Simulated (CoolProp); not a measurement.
Vapour-liquid equilibrium of n-pentane (1) + acetone (2) at 0.941 MPa; x and y are mole fractions of (1).

Computed with CoolProp (multi-fluid Helmholtz-energy mixture model, Thol 2019 and Lemmon 2006; pair parameters Bell 2016).

```json
[
 {"x": "0.05", "bubble temperature, mixture model (°C)": "___", "bubble temperature, Raoult's law (°C)": "139.3", "y, mixture model": "0.129", "y, Raoult's law": "0.070"},
 {"x": "0.15", "bubble temperature, mixture model (°C)": "127.2", "bubble temperature, Raoult's law (°C)": "137.3", "y, mixture model": "0.307", "y, Raoult's law": "0.202"},
 {"x": "0.25", "bubble temperature, mixture model (°C)": "122.4", "bubble temperature, Raoult's law (°C)": "135.3", "y, mixture model": "0.420", "y, Raoult's law": "0.325"},
 {"x": "0.35", "bubble temperature, mixture model (°C)": "119.4", "bubble temperature, Raoult's law (°C)": "133.4", "y, mixture model": "___", "y, Raoult's law": "0.438"},
 {"x": "0.45", "bubble temperature, mixture model (°C)": "___", "bubble temperature, Raoult's law (°C)": "131.5", "y, mixture model": "0.558", "y, Raoult's law": "0.544"},
 {"x": "0.55", "bubble temperature, mixture model (°C)": "___", "bubble temperature, Raoult's law (°C)": "129.7", "y, mixture model": "0.611", "y, Raoult's law": "0.641"},
 {"x": "0.65", "bubble temperature, mixture model (°C)": "___", "bubble temperature, Raoult's law (°C)": "127.8", "y, mixture model": "0.665", "y, Raoult's law": "0.732"},
 {"x": "0.75", "bubble temperature, mixture model (°C)": "___", "bubble temperature, Raoult's law (°C)": "126.1", "y, mixture model": "0.727", "y, Raoult's law": "0.816"},
 {"x": "0.85", "bubble temperature, mixture model (°C)": "___", "bubble temperature, Raoult's law (°C)": "124.3", "y, mixture model": "0.807", "y, Raoult's law": "0.894"},
 {"x": "0.95", "bubble temperature, mixture model (°C)": "119.6", "bubble temperature, Raoult's law (°C)": "122.6", "y, mixture model": "0.921", "y, Raoult's law": "0.966"}
]
```

Task: What belongs in the gaps?

Result: 
- 0.05, bubble temperature, mixture model (°C): 134.9
- 0.35, y, mixture model: 0.497
- 0.45, bubble temperature, mixture model (°C): 117.5
- 0.55, bubble temperature, mixture model (°C): 116.4
- 0.65, bubble temperature, mixture model (°C): 115.9
- 0.75, bubble temperature, mixture model (°C): 116.0
- 0.85, bubble temperature, mixture model (°C): 117.0

The largest gap from Raoult's law is -14.0 K in bubble temperature, at x = 0.45. y crosses x between x = 0.65 and 0.75: the model has an azeotrope there.

Pair parameters are fitted to limited data, so mixtures are less certain than the pure fluids.
